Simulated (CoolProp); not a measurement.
Vapour-liquid equilibrium of R113 (1) + acetone (2) at 1.14 bar; x and y are mole fractions of (1).

Values from CoolProp's multi-fluid Helmholtz-energy mixture model, Marx 1992 and Lemmon 2006; pair parameters Bell 2016.

```
x     bubble temperature, mixture model (K)  bubble temperature, Raoult's law (K)  y, mixture model  y, Raoult's law
----  -------------------------------------  ------------------------------------  ----------------  ---------------
0.05                                  330.1                                 332.3             0.125            0.064
0.15                                  326.3                                 331.4             0.297            0.187
0.25                                  323.9                                 330.5             0.408            0.304
0.35                                  322.4                                 329.6             0.486            0.414
0.45                                  321.5                                 328.8             0.548            0.518
0.55                                  321.0                                 328.0             0.602            0.617
0.65                                  320.8                                 327.1             0.657            0.711
0.75                                  320.9                                 326.3             0.718            0.799
0.85                                  321.5                                 325.5             0.798            0.883
0.95                                  323.0                                 324.7             0.915            0.962
```

The largest gap from Raoult's law is -7.3 K in bubble temperature, at x = 0.45. y crosses x between x = 0.65 and 0.75: the model has an azeotrope there.

The pair parameters rest on a limited set of measurements; away from them the model extrapolates.
